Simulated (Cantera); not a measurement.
A Cantera script and its output.

```python
import numpy as np
import cantera as ct

gas = ct.Solution("gri30.yaml")
gas.TPX = 548, 110000, {'C2H4': 1, 'O2': 4.17, 'N2': 15.7, 'H2O': 0.087}
flame = ct.FreeFlame(gas, width=0.037)
flame.set_refine_criteria(ratio=3, slope=0.08, curve=0.16)
flame.transport_model = "mixture-averaged"
flame.solve(loglevel=0, auto=True)
z, T = flame.grid, flame.T
thick = (T[-1] - T[0]) / np.gradient(T, z).max()
show = ['C2H4', 'O2', 'CH2CO', 'O', 'HCO', 'CO']
print(f"laminar burning velocity  {flame.velocity[0] * 100:.3f} cm/s")
print(f"burnt temperature         {T[-1]:.1f} K")
print(f"thermal thickness         {thick * 1e3:.4f} mm")
print(f"grid points               {len(z)}")
z0 = z[flame.heat_release_rate.argmax()]
print(f"{'z/mm':>9s}{'T/K':>9s}{'u/(m/s)':>9s}" + "".join(f"{s:>11s}" for s in show))
rows = []
for k in (-3, -2, -1.5, -1, -0.5, -0.25, 0, 0.25, 0.5, 1, 2, 4, 8):
    zz = z0 + k * thick
    rows.append([k * thick, np.interp(zz, z, T), np.interp(zz, z, flame.velocity),
                 *(np.interp(zz, z, flame.X[gas.species_index(s)]) for s in show)])
    print(f"{rows[-1][0] * 1e3:9.3f}{rows[-1][1]:9.1f}{rows[-1][2]:9.3f}" + "".join(f"{x:11.3e}" for x in rows[-1][3:]))
```

Output:

```
laminar burning velocity  154.627 cm/s
burnt temperature         2204.9 K
thermal thickness         0.2618 mm
grid points               141
     z/mm      T/K  u/(m/s)       C2H4         O2      CH2CO          O        HCO         CO
   -0.786    548.0    1.547  4.771e-02  1.989e-01  9.057e-10  9.062e-14  1.407e-14  5.651e-07
   -0.524    548.4    1.548  4.768e-02  1.988e-01  5.263e-08  4.372e-11  6.766e-12  1.560e-05
   -0.393    550.0    1.554  4.763e-02  1.986e-01  3.387e-07  4.991e-10  7.745e-11  7.433e-05
   -0.262    564.7    1.598  4.730e-02  1.973e-01  5.561e-06  1.682e-08  2.936e-09  6.568e-04
   -0.131    758.7    2.168  4.131e-02  1.817e-01  2.303e-04  4.251e-06  1.285e-06  9.629e-03
   -0.065   1110.2    3.211  2.633e-02  1.515e-01  1.243e-03  9.718e-05  2.683e-05  2.880e-02
    0.000   1485.8    4.349  7.899e-03  1.138e-01  1.971e-03  9.815e-04  7.808e-05  5.133e-02
    0.065   1680.1    4.938  7.582e-04  8.936e-02  6.846e-04  3.822e-03  3.421e-05  5.724e-02
    0.131   1744.5    5.117  2.968e-05  7.831e-02  8.841e-05  6.623e-03  3.780e-06  5.016e-02
    0.262   1812.4    5.282  3.037e-08  6.966e-02  6.746e-07  8.191e-03  7.820e-08  3.587e-02
    0.524   1902.0    5.499  6.840e-13  6.374e-02  2.107e-10  7.653e-03  2.972e-08  2.306e-02
    1.047   1998.9    5.740  7.420e-20  6.046e-02  1.164e-15  5.618e-03  1.197e-08  1.606e-02
    2.095   2085.1    5.953  1.067e-27  5.835e-02  1.842e-20  3.412e-03  3.725e-09  1.109e-02
```

Cantera simulation using GRI-Mech 3.0 (53 species, 325 reactions); the numbers are that mechanism's predictions, not measurements. GRI-Mech 3.0 was tuned for natural gas; its chemistry of ethylene as a main component is partial and can be far from experiment. Burning velocities carry a grid error of a few per cent, more on coarse grids.
